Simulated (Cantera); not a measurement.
Mixture: 8.24 % CO, 10.7 % H2, 0.346 % CH4, 17.0 % O2, 63.7 % N2, equivalence ratio 0.60, at 9.30 bar, adiabatic and at constant volume. Ignition delay is the time to a rise of 400 K.

Computed with Cantera and GRI-Mech 3.0 (53 species, 325 reactions).

Question: At T0 = 1325 K, what is the delay, and which 6 reactions control it most (d ln τ / d ln k, from doubling and halving each rate constant)?

Answer: The delay is 5.47 µs.
```json
[
 {"reaction": "H + O2 <=> O + OH", "d ln τ / d ln k": "-1.21", "faster rate": "shortens it"},
 {"reaction": "H + O2 + N2 <=> HO2 + N2", "d ln τ / d ln k": "0.46", "faster rate": "lengthens it"},
 {"reaction": "H2 + O <=> H + OH", "d ln τ / d ln k": "-0.29", "faster rate": "shortens it"},
 {"reaction": "H + O2 + M <=> HO2 + M", "d ln τ / d ln k": "0.20", "faster rate": "lengthens it"},
 {"reaction": "H2 + OH <=> H + H2O", "d ln τ / d ln k": "-0.17", "faster rate": "shortens it"},
 {"reaction": "H + O2 + O2 <=> HO2 + O2", "d ln τ / d ln k": "0.09", "faster rate": "lengthens it"}
]
```
